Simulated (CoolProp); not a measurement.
Properties of C3F8 (R218) along the isotherm 245.3 K.

Model: reference Helmholtz-energy equation of state, Lemmon 2006, in CoolProp. It is a short technical equation, of lower accuracy than the large ones.

| p (MPa) | phase | speed of sound (m/s) | Joule-Thomson coefficient (K/MPa) |
|---|---|---|---|
| 0.0632 | gas | 105.1 | (withheld) |
| 0.0928 | gas | 103.8 | (withheld) |
| 0.136 | gas | 101.9 | 29.34 |
| 0.2 | liquid | 502.9 | -0.2321 |
| 0.294 | liquid | 503.8 | -0.2331 |
| 0.431 | liquid | 505.0 | -0.2346 |
| 0.632 | liquid | (withheld) | -0.2367 |
| 0.928 | liquid | 509.4 | -0.2397 |
| 1.36 | liquid | 513.3 | -0.2440 |
| 2 | liquid | 518.8 | -0.2500 |
| 2.94 | liquid | 526.6 | -0.2584 |
| 4.31 | liquid | 537.7 | -0.2695 |
| 6.32 | liquid | 553.0 | -0.2839 |
| 9.28 | liquid | 574.1 | -0.3019 |
| 13.6 | liquid | 602.0 | -0.3230 |
| 20 | liquid | 638.9 | -0.3467 |

Complete the blanks.


- 0.0632, Joule-Thomson coefficient (K/MPa): 26.88
- 0.0928, Joule-Thomson coefficient (K/MPa): 27.84
- 0.632, speed of sound (m/s): 506.8
